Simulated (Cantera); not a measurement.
What does this Cantera script print?

```python
import numpy as np
import cantera as ct

gas = ct.Solution("gri30.yaml", transport_model="mixture-averaged")
show = ['CO2', 'OH', 'CH3']

rows = []
print(f"{'T/K':>7s}{'rho':>11s}{'cp':>10s}{'mu':>11s}{'lambda':>11s}{'Pr':>7s}" + "".join(f"{'D_' + s:>11s}" for s in show))
for T in [400, 600, 800, 1000, 1200, 1400, 1600, 1800]:
    gas.TPX = T, 3200, {'C3H8': 0.95, 'N2': 0.82, 'CH3OH': 0.93}
    Pr = gas.cp_mass * gas.viscosity / gas.thermal_conductivity
    D = [gas.mix_diff_coeffs_mole[gas.species_index(s)] for s in show]
    rows.append([gas.density, gas.cp_mass, gas.viscosity, gas.thermal_conductivity, Pr, *D])
    print(f"{T:7g}{gas.density:11.4e}{gas.cp_mass:10.1f}{gas.viscosity:11.4e}"
          f"{gas.thermal_conductivity:11.4e}{Pr:7.3f}" + "".join(f"{d:11.4e}" for d in D))
print("SI units: kg/m3, J/kg/K, Pa s, W/m/K, m2/s")
```

Result:

```
    T/K        rho        cp         mu     lambda     Pr      D_CO2       D_OH      D_CH3
    400 3.3734e-02    1703.3 1.3890e-05 3.0414e-02  0.778 5.8007e-04 1.2061e-03 8.6541e-04
    600 2.2489e-02    2213.2 1.9784e-05 5.3492e-02  0.819 1.2304e-03 2.4576e-03 1.7977e-03
    800 1.6867e-02    2610.2 2.4965e-05 7.7100e-02  0.845 2.0590e-03 4.0244e-03 2.9731e-03
   1000 1.3494e-02    2917.0 2.9612e-05 1.0005e-01  0.863 3.0432e-03 5.8721e-03 4.3630e-03
   1200 1.1245e-02    3134.5 3.3856e-05 1.2202e-01  0.870 4.1681e-03 7.9780e-03 5.9484e-03
   1400 9.6384e-03    3312.2 3.7787e-05 1.4293e-01  0.876 5.4233e-03 1.0325e-02 7.7160e-03
   1600 8.4336e-03    3455.8 4.1471e-05 1.6279e-01  0.880 6.8010e-03 1.2901e-02 9.6554e-03
   1800 7.4965e-03    3570.9 4.4957e-05 1.8164e-01  0.884 8.2953e-03 1.5694e-02 1.1759e-02
SI units: kg/m3, J/kg/K, Pa s, W/m/K, m2/s
```

Detailed kinetics in Cantera: GRI-Mech 3.0 (53 species, 325 reactions). Polar gases are described roughly by these parameters. The composition is frozen, though it would react at the higher temperatures.
